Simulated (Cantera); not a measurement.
Feed: 1 mol AlBr3, 21 mol N2O, 490 mol N2, 2.6 mol H2O, at 1752 °C and 0.00133 bar.

Method: chemical equilibrium by Gibbs-energy minimisation in Cantera with the NASA 1993 tables (ideal gas, pure condensed phases). Candidate condensed phases: Al, AlBr3, AlN, Al2O3, Br2, H2O; 41 gas species. Equilibrium is a limit: real reactors are often held back by kinetics, nucleation or transport.

Base state: N2 0.967, O2 0.0159, Br 0.00561, H2O 0.00358, O 0.00279, NO 0.00250, OH 0.00120, H 0.000867 (mole fractions); condensed: Al2O3(s).

Problem. What changes in the equilibrium state with this change: N2O from 21 to 0.78 mol?

Solution. 
```
species          before     after
-------------  --------  --------
N2                0.967     0.987
Br              0.00561   0.00584
H2O             0.00358   0.00239
O2               0.0159  0.000217
O               0.00279  0.000327
NO              0.00250  0.000295
H2             0.000271   0.00154
OH              0.00120  0.000335
Al2O3(s), mol     0.500     0.500
```
